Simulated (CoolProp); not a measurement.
Aqueous calcium chloride as a coolant, 7 % by mass, freezing at -3.6 °C, 1 atm.

The numbers come from the Melinder's fits for secondary coolants in CoolProp.

```csv
T (°C),conductivity (W/(m K)),cp (kJ/(kg K)),viscosity (mPa s),density (kg/m³)
0.9,0.559,3.748,[?],1061
9.7,0.574,3.758,1.55,[?]
18.5,[?],3.772,1.24,1058
27.3,0.602,[?],[?],[?]
36.1,0.616,[?],0.855,1053
```

Question: Fill in the missing entries.

Answer: 
- 0.9, viscosity (mPa s): 2.01
- 9.7, density (kg/m³): 1059
- 18.5, conductivity (W/(m K)): 0.588
- 27.3, cp (kJ/(kg K)): 3.787
- 27.3, viscosity (mPa s): 1.02
- 27.3, density (kg/m³): 1056
- 36.1, cp (kJ/(kg K)): 3.804
